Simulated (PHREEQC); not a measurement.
0.64 g of hydrous ferric oxide (600 m²/g; 0.2 weak and 0.005 strong sites per Fe, Dzombak-Morel constants, diffuse double layer) in 1 kg of water with 0.05 mol/kgw of an inert sodium salt and 0.0016 mol/kgw NiCl2 and 2.3e-05 mol/kgw PbCl2, at 25 °C; the pH is set by adding NaOH or the inert anion's acid. Oxygen alone is held at its pressure in air (log pO2 = -0.68). No CO2 enters from the air. No solid was allowed to form.

Base run: PHREEQC, ion-association model, wateq4f.dat. Each further column changes one thing. The table gives Pb sorbed (%).

```json
[
 {"pH": "4", "base": "62.4", "no electrostatic term (-no_edl)": "(withheld)", "background salt from 0.05 to 0.005 mol/kgw": "63.6", "oxide from 0.64 to 3.2 g/kgw": "(withheld)", "0.0003 mol/kgw H3BO3 added": "62.4"},
 {"pH": "5", "base": "97.9", "no electrostatic term (-no_edl)": "(withheld)", "background salt from 0.05 to 0.005 mol/kgw": "97.8", "oxide from 0.64 to 3.2 g/kgw": "99.8", "0.0003 mol/kgw H3BO3 added": "97.9"},
 {"pH": "5.5", "base": "99.2", "no electrostatic term (-no_edl)": "(withheld)", "background salt from 0.05 to 0.005 mol/kgw": "99.1", "oxide from 0.64 to 3.2 g/kgw": "99.9", "0.0003 mol/kgw H3BO3 added": "99.2"},
 {"pH": "6", "base": "99.5", "no electrostatic term (-no_edl)": "99.6", "background salt from 0.05 to 0.005 mol/kgw": "99.4", "oxide from 0.64 to 3.2 g/kgw": "100.0", "0.0003 mol/kgw H3BO3 added": "99.5"},
 {"pH": "7", "base": "99.8", "no electrostatic term (-no_edl)": "99.9", "background salt from 0.05 to 0.005 mol/kgw": "99.8", "oxide from 0.64 to 3.2 g/kgw": "100.0", "0.0003 mol/kgw H3BO3 added": "99.8"},
 {"pH": "8", "base": "99.8", "no electrostatic term (-no_edl)": "100.0", "background salt from 0.05 to 0.005 mol/kgw": "99.7", "oxide from 0.64 to 3.2 g/kgw": "100.0", "0.0003 mol/kgw H3BO3 added": "99.8"},
 {"pH": "8.5", "base": "99.6", "no electrostatic term (-no_edl)": "99.9", "background salt from 0.05 to 0.005 mol/kgw": "99.5", "oxide from 0.64 to 3.2 g/kgw": "100.0", "0.0003 mol/kgw H3BO3 added": "99.6"},
 {"pH": "9", "base": "99.0", "no electrostatic term (-no_edl)": "99.8", "background salt from 0.05 to 0.005 mol/kgw": "98.5", "oxide from 0.64 to 3.2 g/kgw": "100.0", "0.0003 mol/kgw H3BO3 added": "99.0"},
 {"pH": "10", "base": "94.2", "no electrostatic term (-no_edl)": "99.0", "background salt from 0.05 to 0.005 mol/kgw": "93.5", "oxide from 0.64 to 3.2 g/kgw": "100.0", "0.0003 mol/kgw H3BO3 added": "94.2"}
]
```

Problem. Fill in the missing entries.

Solution. 
- 4, no electrostatic term (-no_edl): 66.4
- 4, oxide from 0.64 to 3.2 g/kgw: 92.4
- 5, no electrostatic term (-no_edl): 98.6
- 5.5, no electrostatic term (-no_edl): 99.3

In at least one series the solution becomes supersaturated in solids that the run did not let form, among them Pb(OH)2, Ni(OH)2.
